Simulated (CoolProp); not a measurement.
R1132(E) along the isotherm 365 K: Z from the reference equation and from simpler models built on Tc = 348.8 K, pc = 5174 kPa, ω = 0.245; each cubic takes its own stable root.

Computed with CoolProp (reference Helmholtz-energy equation of state, Akasaka 2024).

| p (kPa) | phase | reference | van der Waals | Soave-Redlich-Kwong |
|---|---|---|---|---|
| 20.6 | gas | 0.9988 | 0.9989 | 0.9988 |
| 31 | gas | 0.9982 | 0.9984 | 0.9982 |
| 46.8 | gas | 0.9973 | 0.9976 | 0.9974 |
| 70.6 | gas | 0.9959 | 0.9964 | 0.9960 |
| 106 | gas | 0.9939 | 0.9945 | 0.9940 |
| 161 | gas | 0.9907 | 0.9917 | 0.9909 |
| 242 | gas | 0.9860 | 0.9874 | 0.9862 |
| 366 | gas | 0.9787 | 0.9809 | 0.9791 |
| 551 | gas | 0.9677 | 0.9710 | 0.9683 |
| 832 | gas | 0.9507 | 0.9557 | 0.9517 |
| 1250 | gas | 0.9247 | 0.9321 | 0.9263 |
| 1890 | gas | 0.8830 | 0.8939 | 0.8857 |
| 2860 | gas | 0.8143 | 0.8298 | 0.8194 |
| 4310 | gas | 0.6937 | 0.7115 | 0.7043 |
| 6500 | supercritical | 0.4073 | 0.3777 | 0.4491 |
